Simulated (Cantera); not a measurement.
# SiCl4 + H2 + Cl2 (chlorosilane synthesis and conversion)

Charge: 1 mol SiCl4, 0.6 mol H2, 1.1 mol Cl2, at 873 K and 0.100 bar.

Method: chemical equilibrium by Gibbs-energy minimisation in Cantera with the NASA 1993 tables (ideal gas, pure condensed phases). Candidate condensed phases: Si; 19 gas species. Kinetics and transport are ignored.

```
Item                                 Result
--------------------------------  ---------
x(HCl)                                0.444
x(SiCl4)                              0.370
x(Cl2)                                0.185
x(Cl)                               6.03e-5
gas amount                        2.700 mol
log10 activity of Si(s) (absent)     -30.71
```
